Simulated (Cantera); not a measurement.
Standard-state values (1 bar) from the NASA 1993 polynomials, evaluated with Cantera. Values are per mole of reaction as written; species without (g) are pure solids or liquids, kept so even where they would boil at 1 bar.

2 K2SO4 ⇌ S2(g) + 4 O2(g) + 4 K

```tsv
T (K)	ΔH° (kJ)	ΔS° (J/K)	ΔG° (kJ)	log10 K
425	___	___	___	___
500	3010.3	977.8	2521.4	-263.40
575	___	___	___	___
650	___	___	___	___
725	___	___	___	___
```

**Question.** Some entries are withheld; supply them.

**Answer.** 
- 425, ΔH° (kJ): 3012.5
- 425, ΔS° (J/K): 982.6
- 425, ΔG° (kJ): 2594.9
- 425, log10 K: -318.92
- 575, ΔH° (kJ): 3006.8
- 575, ΔS° (J/K): 971.2
- 575, ΔG° (kJ): 2448.3
- 575, log10 K: -222.40
- 650, ΔH° (kJ): 3001.9
- 650, ΔS° (J/K): 963.4
- 650, ΔG° (kJ): 2375.7
- 650, log10 K: -190.91
- 725, ΔH° (kJ): 2995.8
- 725, ΔS° (J/K): 954.5
- 725, ΔG° (kJ): 2303.8
- 725, log10 K: -165.98
